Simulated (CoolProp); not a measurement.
500 sccm (0 °C, 1 atm) of nitrogen bubbles through liquid water at 328 K and leaves saturated at a total pressure of 0.104 MPa (ideal gas phase). Each further row changes one setting.

The numbers come from the reference Helmholtz-energy equation of state, Wagner 2002 in CoolProp.

```
case                      vapour pressure (kPa)  mole fraction of vapour  delivery (mg/min)  delivery (sccm)  change of delivery for a bath 1 K warmer (%)
------------------------  ---------------------  -----------------------  -----------------  ---------------  --------------------------------------------
as stated                                  15.6                    0.150                  …             88.6                                           5.8
bath temperature 333 K                        …                        …                  …              118                                           5.9
total pressure 0.208 MPa                   15.6                   0.0752                  …                …                                           5.3
```

Q: Complete the blanks.

A: 
- as stated, delivery (mg/min): 71.2
- bath temperature 333 K, vapour pressure (kPa): 19.8
- bath temperature 333 K, mole fraction of vapour: 0.190
- bath temperature 333 K, delivery (mg/min): 94.6
- total pressure 0.208 MPa, delivery (mg/min): 32.7
- total pressure 0.208 MPa, delivery (sccm): 40.7
